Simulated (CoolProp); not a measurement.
Vapour-liquid equilibrium of toluene (1) + ethylbenzene (2) at 305.2 K; x and y are mole fractions of (1).

Values from CoolProp's multi-fluid Helmholtz-energy mixture model, Lemmon 2006 and Zhou 2012; pair parameters Bell 2016.

```json
[
 {"x": "0.05", "bubble pressure (MPa)": "0.002078", "y at the bubble point": "___", "dew pressure at overall composition x (MPa)": "0.001959", "liquid density (mol/L)": "8.120"},
 {"x": "0.15", "bubble pressure (MPa)": "0.002425", "y at the bubble point": "0.333", "dew pressure at overall composition x (MPa)": "0.002103", "liquid density (mol/L)": "___"},
 {"x": "0.25", "bubble pressure (MPa)": "0.002756", "y at the bubble point": "0.480", "dew pressure at overall composition x (MPa)": "0.002268", "liquid density (mol/L)": "8.344"},
 {"x": "0.35", "bubble pressure (MPa)": "0.003083", "y at the bubble point": "0.595", "dew pressure at overall composition x (MPa)": "0.002459", "liquid density (mol/L)": "8.461"},
 {"x": "0.45", "bubble pressure (MPa)": "0.003415", "y at the bubble point": "0.690", "dew pressure at overall composition x (MPa)": "0.002682", "liquid density (mol/L)": "8.581"},
 {"x": "0.55", "bubble pressure (MPa)": "___", "y at the bubble point": "0.771", "dew pressure at overall composition x (MPa)": "0.002947", "liquid density (mol/L)": "8.703"},
 {"x": "0.65", "bubble pressure (MPa)": "0.004108", "y at the bubble point": "___", "dew pressure at overall composition x (MPa)": "0.003266", "liquid density (mol/L)": "8.828"},
 {"x": "0.75", "bubble pressure (MPa)": "0.004473", "y at the bubble point": "0.896", "dew pressure at overall composition x (MPa)": "0.003661", "liquid density (mol/L)": "8.956"},
 {"x": "0.85", "bubble pressure (MPa)": "___", "y at the bubble point": "0.944", "dew pressure at overall composition x (MPa)": "___", "liquid density (mol/L)": "9.086"},
 {"x": "0.95", "bubble pressure (MPa)": "0.005226", "y at the bubble point": "0.983", "dew pressure at overall composition x (MPa)": "0.004900", "liquid density (mol/L)": "9.219"}
]
```

### Question
Fill in the missing entries.

### Answer

- 0.05, y at the bubble point: 0.134
- 0.15, liquid density (mol/L): 8.231
- 0.55, bubble pressure (MPa): 0.003755
- 0.65, y at the bubble point: 0.838
- 0.85, bubble pressure (MPa): 0.004848
- 0.85, dew pressure at overall composition x (MPa): 0.004175

No azeotrope shows between x = 0.05 and 0.95.

The pair parameters rest on a limited set of measurements; away from them the model extrapolates. The gap from Raoult's law changes sign with composition, which may be real or a fault of the pair parameters; it wasn't checked against measurements.
